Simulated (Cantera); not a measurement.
An isothermal, constant-pressure homogeneous reactor starts with N₂O : N₂ = 1 : 1.1 (molar parts), at 1475 K and 1330 Pa. Integrator tolerance rtol = 1e-08.

Computed with Cantera and GRI-Mech 3.0 (53 species, 325 reactions). GRI-Mech 3.0 was tuned for natural gas; its chemistry of N2O as a main component is partial and can be far from experiment. Radical loss at walls, strong at low pressure, is not modelled. The temperature is held fixed by assumption; the heat of reaction is taken as removed at once.

```csv
quantity,before,after
x(N₂O) at 1.00 s,0.247 (gas-phase equilibrium 7.59e-9),0.355 (gas-phase equilibrium 8.10e-9)
x(O₂) at 1.00 s,0.0709 (gas-phase equilibrium 0.192),0.102 (gas-phase equilibrium 0.264)
x(O) at 1.00 s,5.62e-5 (gas-phase equilibrium 1.10e-5),5.62e-5 (gas-phase equilibrium 1.28e-5)
x(N₂) at 1.00 s,0.639 (gas-phase equilibrium 0.807),0.480 (gas-phase equilibrium 0.735)
x(NO) at 1.00 s,0.0436 (gas-phase equilibrium 0.00105),0.0627 (gas-phase equilibrium 0.00118)
x(NO₂) at 1.00 s,5.65e-6 (gas-phase equilibrium 6.68e-7),9.31e-6 (gas-phase equilibrium 8.77e-7)
```

Q: Which change was made?
A. temperature 1475 to 1100 K
B. N2O 1 to 2.8 parts
C. temperature 1475 to 1623 K
D. N2O 1 to 0.54 parts

A: B, N2O 1 to 2.8 parts
